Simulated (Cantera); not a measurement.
## Equilibrium for carbothermic reduction: PbO + C + CO

Charge: 1 mol PbO, 6.1 mol C, 0.64 mol CO, held at 0.100 bar.

Equilibrium computed with Cantera from the NASA thermochemical tables; the gas is ideal and each condensed phase is pure. Candidate condensed phases: C, Pb, PbO, PbO2, Pb3O4; 15 gas species. Equilibrium is a limit: real reactors are often held back by kinetics, nucleation or transport.

From 777 °C to 1227 °C the condensed part is C(graphite) + Pb(l). From 1377 °C to 2277 °C the condensed part is C(graphite). The main Pb-bearing gas is Pb throughout.

```tsv
T (°C)	x CO	x Pb	x CO2	x Pb2	x C3	x C	x C2	n C(graphite)	n Pb(l)
777	0.979	0.000465	0.0205	2.98e-9	<1e-12	<1e-12	<1e-12	5.13	0.999
927	0.992	0.00643	0.00186	2.40e-7	<1e-12	<1e-12	<1e-12	5.10	0.989
1077	0.951	0.0489	0.000264	7.05e-6	<1e-12	<1e-12	<1e-12	5.10	0.916
1227	0.754	0.246	3.78e-5	0.000103	<1e-12	<1e-12	<1e-12	5.10	0.466
1377	0.621	0.379	7.73e-6	0.000156	<1e-12	<1e-12	<1e-12	5.10	0
1527	0.621	0.379	2.88e-6	0.000107	1.15e-12	2.53e-12	<1e-12	5.10	0
1677	0.621	0.379	1.26e-6	7.70e-5	7.83e-11	1.01e-10	6.58e-12	5.10	0
1827	0.621	0.379	6.27e-7	5.79e-5	2.89e-9	2.37e-9	2.48e-10	5.10	0
1977	0.621	0.379	3.45e-7	4.49e-5	6.50e-8	3.64e-8	5.72e-9	5.10	0
2127	0.621	0.379	2.06e-7	3.58e-5	9.81e-7	3.97e-7	8.87e-8	5.10	0
2277	0.621	0.379	1.31e-7	2.91e-5	1.07e-5	3.26e-6	9.91e-7	5.10	0
```
x: gas mole fraction; n: condensed amount in mol.
